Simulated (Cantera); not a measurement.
An isothermal, constant-pressure homogeneous reactor starts with NH3 : H2 = 1 : 12 (molar parts), at 2125 K and 0.0642 atm.

Model: the gas-phase N/H chemistry of the illustrative SiF4/NH3 mechanism in the Surface Chemkin manual (1991), integrated in Cantera. Walls and surfaces, which speed up NH3 decomposition in real reactors, are not modelled.

x: mole fraction; the columns are a selection and need not sum to one.

```csv
t (s),x NH3,x H2,x N2H4,x NH,x H
9.00e-6,0.0769,0.923,<1e-12,4.74e-11,2.92e-6
2.87e-5,0.0769,0.923,<1e-12,6.28e-10,9.63e-6
9.14e-5,0.0769,0.923,<1e-12,7.02e-9,3.10e-5
0.000291,0.0769,0.923,7.33e-12,7.33e-8,9.90e-5
0.000928,0.0768,0.923,7.32e-11,7.42e-7,0.000314
0.00296,0.0766,0.922,6.58e-10,[?],[?]
0.00942,0.0743,0.923,1.87e-9,1.94e-5,0.00165
0.0300,[?],0.927,[?],1.92e-5,0.00175
0.0956,0.0441,0.938,9.73e-10,1.71e-5,0.00204
0.305,0.0112,0.955,1.73e-10,1.21e-5,0.00344
0.970,5.44e-5,0.951,<1e-12,9.01e-7,0.0134
3.09,5.30e-6,0.951,<1e-12,9.63e-8,0.0140
9.85,1.36e-6,0.951,<1e-12,2.48e-8,0.0140
31.4,4.31e-7,0.951,<1e-12,7.83e-9,0.0140
100,2.06e-7,0.951,<1e-12,3.75e-9,0.0140
```

**Question.** Some entries are withheld; supply them.

**Answer.** 
- 0.00296, x NH: 6.67e-6
- 0.00296, x H: 0.000947
- 0.0300, x NH3: 0.0656
- 0.0300, x N2H4: 1.63e-9
